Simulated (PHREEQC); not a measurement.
Solution A (4.4 mol/kgw NaBr and 0.13 mol/kgw CaCl2) is mixed with solution B (0.21 mol/kgw NaOH and 0.087 mol/kgw H3BO3) at 25 °C; shares are by mass of water, 1 kg in all. No CO2 enters from the air. The run lets Halite, Portlandite, Borax, Boric_acid,s, NaBO2:4H2O, NaB5O8:5H2O, Teepleite precipitate or redissolve, and no other solid.

Computed with PHREEQC (Pitzer model, pitzer.dat).

```
share of solution B     pH  Portlandite (mol)  Ca in solution (mol/kgw)  Ca+2 (mol/kgw)  B(OH)4- (mol/kgw)
-------------------  -----  -----------------  ------------------------  --------------  -----------------
0                     6.37                  0                     0.130           0.130                  0
0.1                  11.56                  0                     0.117           0.110            0.00152
0.25                 11.95            0.00193                    0.0956          0.0804            0.00662
0.4                  12.14            0.00651                    0.0715          0.0537             0.0170
0.5                  12.26            0.00849                    0.0565          0.0400             0.0269
0.6                  12.39            0.00930                    0.0427          0.0290             0.0384
0.75                 12.60            0.00731                    0.0252          0.0166             0.0566
0.9                  12.82           0.000128                    0.0129         0.00842             0.0738
1                    12.95                  0                         0               0             0.0870
```

Portlandite from share of solution B = 0.2 (pH 11.89), last present at share of solution B = 0.9.

Complexes and solids missing from the database can't appear. In brines, pH and single-ion activities rest on the MacInnes convention.
